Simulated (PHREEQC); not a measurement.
Dissolve 0.12 mol KHCO3 and 8.5e-05 mol NaF per kg of water at 20 °C. Closed to the air; pH follows from the charge balance.

The numbers come from PHREEQC with the ion-association model, wateq4f.dat.

```
quantity                    before    after
------------------------  --------  -------
pH                            8.15     7.99
ionic strength (mol/kgw)     0.122    0.122
Na+ (mol/kgw)              8.12e-5  7.21e-5
NaF (mol/kgw)              2.23e-9  1.84e-9
HF (mol/kgw)              5.94e-10  3.04e-9
```

Problem. Name the change that produced these shifts.
A. temperature from 20 to 65 °C
B. temperature from 20 to 85 °C
C. 0.1 mol/kgw Na2CO3 added
D. KHCO3 left out

Solution. B, temperature from 20 to 85 °C

No solid was allowed to form. Constants without temperature data keep their 25 °C values here.
